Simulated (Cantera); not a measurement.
## Ignition delay

Mixture: C₃H₈ : O₂ : N₂ = 1 : 3.85 : 14.5 (molar parts), at 1200 Torr, adiabatic and at constant volume. Ignition delay is the time to a rise of 400 K.

Cantera simulation using GRI-Mech 3.0 (53 species, 325 reactions); the numbers are that mechanism's predictions, not measurements. GRI-Mech 3.0 was tuned for natural gas; its chemistry of propane as a main component is partial and can be far from experiment.

```
T0 (K)  delay (ms)
------  ----------
1150          13.5
1250          1.78
1350         0.335
1450        0.0909
1550        0.0339
1650        0.0162
1750       0.00927
1850       0.00604
1950       0.00431
2050       0.00328
```

* **apparent activation energy between 1850 and 2050 K**: 97 kJ/mol
